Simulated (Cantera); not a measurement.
Feed: 1 mol C6H6, 3.8 mol H2, held at 1402 °C.

Equilibrium computed with Cantera from the NASA thermochemical tables; the gas is ideal and each condensed phase is pure. Candidate condensed phases: C, C6H6, C7H8, C8H18; 76 gas species. Kinetics and transport are ignored.

Q: At 7.50 Torr, list the 4 most abundant gas species with their mole fractions, and the condensed phases.

A: H2 0.999, H 0.00116, C2H2 (acetylene) 5.80e-5, CH4 1.20e-5. Condensed: C(graphite).
